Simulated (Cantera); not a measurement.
An isothermal, constant-pressure homogeneous reactor starts with H₂ : O₂ = 0.38 : 1 (molar parts), at 1248 K and 8.25 Torr.

Computed with Cantera and the H2/O2 subset of GRI-Mech 3.0, which has no nitrogen chemistry. Radical loss at walls, strong at low pressure, is not modelled. The temperature is held fixed by assumption; the heat of reaction is taken as removed at once.

One state of this run: x H₂ = 0.0139; x O₂ = 0.599; x O = 0.0703; x HO₂ = 7.59e-6; x H₂O₂ = 3.27e-7. x: mole fraction; the columns are a selection and need not sum to one.

**Question.** Which value of t (s) does it belong to?
A. 0.00576
B. 8.84
C. 2.60
D. 0.0196

**Answer.** A, 0.00576
